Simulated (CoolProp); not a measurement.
A closed Brayton cycle with dry air: compressor inlet 316.15 K and 1.5 MPa, high pressure 3.99 MPa, turbine inlet 825 K, compressor efficiency 0.8, turbine efficiency 0.9, recuperator effectiveness 0.8 (on enthalpy, no pinch check). Each further row changes one setting.

Model: reference Helmholtz-energy equation of state, Lemmon 2000, in CoolProp. It is a pseudo-pure fit of the blend.

| case | thermal efficiency (%) | net work (kJ/kg) | compressor to turbine work | compressor exit (K) | turbine exit (K) |
|---|---|---|---|---|---|
| as stated | 24.5 | 56.9 | 0.69 | 443.4 | 655.3 |
| turbine inlet 775 K | 21.5 | 45.4 | … | 443.4 | … |
| compressor inlet 326.15 K | 23.1 | 52.7 | … | 457.2 | 655.3 |
| high pressure 3.39 MPa | 24.9 | 53.2 | … | … | … |
| recuperator effectiveness 0.5 | … | 56.9 | 0.69 | 443.4 | 655.3 |

Task: What belongs in the gaps?

Result: 
- turbine inlet 775 K, compressor to turbine work: 0.74
- turbine inlet 775 K, turbine exit (K): 614.1
- compressor inlet 326.15 K, compressor to turbine work: 0.72
- high pressure 3.39 MPa, compressor to turbine work: 0.66
- high pressure 3.39 MPa, compressor exit (K): 419.7
- high pressure 3.39 MPa, turbine exit (K): 681.0
- recuperator effectiveness 0.5, thermal efficiency (%): 19.1
